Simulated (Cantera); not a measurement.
# Gas-phase reforming

An isothermal, constant-pressure homogeneous reactor starts with CH4 : H2O : H2 = 1 : 1.9 : 0.44 (molar parts), at 1348 K and 2.80 bar.

Computed with Cantera and GRI-Mech 3.0 (53 species, 325 reactions).

```csv
t (s),x CH4,x H2O,x H2,x CH2CO,x HO2,x HCO,x CH2O
5.00e-5,0.299,0.569,0.132,<1e-12,<1e-12,<1e-12,2.51e-12
0.000136,0.299,0.569,0.132,<1e-12,<1e-12,<1e-12,4.70e-11
0.000368,0.299,0.569,0.132,<1e-12,<1e-12,<1e-12,6.55e-10
0.00100,0.299,0.569,0.132,<1e-12,<1e-12,<1e-12,4.45e-9
0.00271,0.299,0.569,0.132,<1e-12,<1e-12,<1e-12,1.99e-8
0.00737,0.299,0.569,0.132,4.71e-12,<1e-12,<1e-12,8.37e-8
0.0200,0.299,0.569,0.132,2.40e-10,<1e-12,1.57e-12,2.71e-7
0.0543,0.298,0.569,0.133,8.19e-9,<1e-12,2.66e-12,4.29e-7
0.147,0.296,0.568,0.135,1.10e-7,<1e-12,2.81e-12,4.40e-7
0.400,0.289,0.565,0.141,6.39e-7,<1e-12,2.98e-12,4.38e-7
1.09,0.272,0.559,0.157,2.05e-6,<1e-12,3.65e-12,4.37e-7
2.95,0.240,0.546,0.189,4.43e-6,<1e-12,7.03e-12,4.28e-7
8.00,0.211,0.530,0.221,5.87e-6,<1e-12,2.10e-11,4.01e-7
```
x: mole fraction; the columns are a selection and need not sum to one.

Equilibrium at this temperature and pressure: CH4 8.54e-5, H2O 0.149, H2 0.663, CH2CO 1.05e-10, HO2 <1e-12, HCO 1.68e-9, CH2O 1.44e-7 (gas phase only).
